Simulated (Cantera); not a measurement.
Input: 1 mol C2F6, a varied amount of Si, equilibrated at 1925 K and 4.80e-5 bar.

Points: n(Si) (mol) = 0.019, 0.022, 0.025, 0.029, 0.033, 0.038, 0.044, 0.051, 0.059, 0.068, 0.078, 0.09.

Cantera's Mixture.equilibrate('TP', solver="vcs", rtol=1e-11, max_steps=5000) on the NASA tables stopped like this:

```
ERROR: FAILURE its = 5001!

*******************************************************************************
CanteraError thrown by MultiPhase::equilibrate:
VCS solver failed. Return code: -1
*******************************************************************************
```

Problem. What got this run through?

Solution. One answer among several that fit: The failure is numerical, not chemical. The same input converged with solver="gibbs", rtol=1e-10, max_steps=50000, and the result passed a check of the equilibrium conditions:
```
log10 of partial pressures in bar; condensed amounts in mol
     n(Si)         F       CF2       CF4      SiF4       CF3        CF     C(gr)
     0.019    -4.572    -4.839    -5.210    -6.585    -6.674    -7.073    0.4698
     0.022    -4.572    -4.839    -5.211    -6.521    -6.674    -7.073    0.4731
     0.025    -4.573    -4.839    -5.212    -6.465    -6.675    -7.073    0.4765
     0.029    -4.573    -4.840    -5.213    -6.400    -6.676    -7.074    0.4809
     0.033    -4.573    -4.841    -5.215    -6.343    -6.677    -7.074    0.4854
     0.038    -4.574    -4.841    -5.216    -6.281    -6.678    -7.074     0.491
     0.044    -4.574    -4.842    -5.218    -6.217    -6.679    -7.075    0.4976
     0.051    -4.575    -4.843    -5.220    -6.152    -6.681    -7.075    0.5054
     0.059    -4.575    -4.845    -5.222    -6.088    -6.683    -7.076    0.5143
     0.068    -4.576    -4.846    -5.225    -6.025    -6.685    -7.077    0.5244
     0.078    -4.577    -4.847    -5.228    -5.964    -6.687    -7.078    0.5355
      0.09    -4.578    -4.849    -5.232    -5.900    -6.690    -7.078    0.5488
```

The gas is ideal and each condensed phase is pure. The feed counts by its element totals alone. Gases not in the tables: C2F6 and larger saturated fluorocarbons.
